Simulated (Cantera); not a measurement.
A closed system holds: 1 mol ZrO2, 550 mol H2, 19 mol N2, held at 1450 °C and 10000 Pa.

These are equilibrium values from Cantera (NASA tables, ideal gas, pure condensed phases), not measurements of a reactor. Candidate condensed phases: H2O, Zr, ZrN, ZrO2; 28 gas species. Mutual solubility and eutectic melting of coexisting phases are not modelled. ZrN: taken at fixed stoichiometry. Condensed phases not in the tables: solid solutions among these carbides, nitrides and lower oxides. The numbers say what is thermodynamically allowed, not how fast it happens.

Base state: H2 0.966, N2 0.0334, H 0.000568, H2O 2.04e-5 (mole fractions); condensed: ZrN(s) + ZrO2(tetragonal).

What changes in the equilibrium state with this change: temperature from 1450 °C to 1750 °C?


```
species                  before    after
---------------------  --------  -------
H2                        0.966    0.961
N2                       0.0334   0.0333
H                      0.000568  0.00589
H2O                     2.04e-5  6.34e-5
ZrN(s), mol             0.00581   0.0181
ZrO2(tetragonal), mol     0.994    0.982
```

What changes in the equilibrium state with this change: ZrO2 replaced by Cr2O3?


```csv
species,before,after
H2,0.966,0.961
N2,0.0334,0.0334
H2O,2.04e-5,0.00431
Cr,0,0.000299
H,0.000568,0.000566
"ZrN(s), mol",0.00581,0
"ZrO2(tetragonal), mol",0.994,0
"Cr(s), mol",0,1.46
"Cr2O3(s), mol",0,0.182
```
Further candidate phases: Cr, CrN, Cr2N, Cr2O3.
